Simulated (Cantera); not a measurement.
Feed: 1 mol SiCl₄, 3.8 mol HCl, 11 mol H₂, at 150000 Pa.

Equilibrium computed with Cantera from the NASA thermochemical tables; the gas is ideal and each condensed phase is pure. Candidate condensed phases: Si; 19 gas species. Equilibrium is a limit: real reactors are often held back by kinetics, nucleation or transport. All values below are at 723 K.

Base state: H₂ 0.696, HCl 0.241, SiCl₄ 0.0632, SiHCl₃ 5.47e-5 (mole fractions); condensed: gas only.

Q: What changes in the equilibrium state with this change: SiCl₄ replaced by Si?

A: 
```tsv
species	before	after
H₂	0.696	0.926
SiCl₄	0.0632	0.0572
SiHCl₃	5.47e-5	0.0150
HCl	0.241	0.00106
SiH₂Cl₂	3.28e-9	0.000273
```
